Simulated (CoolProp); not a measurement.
Model: reference Helmholtz-energy equation of state, Leachman 2009, in CoolProp.

Task: For normal hydrogen, give the phase and the cv (kJ/(kg K)), speed of sound (m/s), expansivity (1/kK) at -254.15 °C and 3.54 MPa; -254.15 °C and 4.12 MPa.

Result: 
- -254.15 °C and 3.54 MPa: liquid; cv 5.57, speed of sound 1290, expansivity 10.9
- -254.15 °C and 4.12 MPa: liquid; cv 5.57, speed of sound 1310, expansivity 10.5
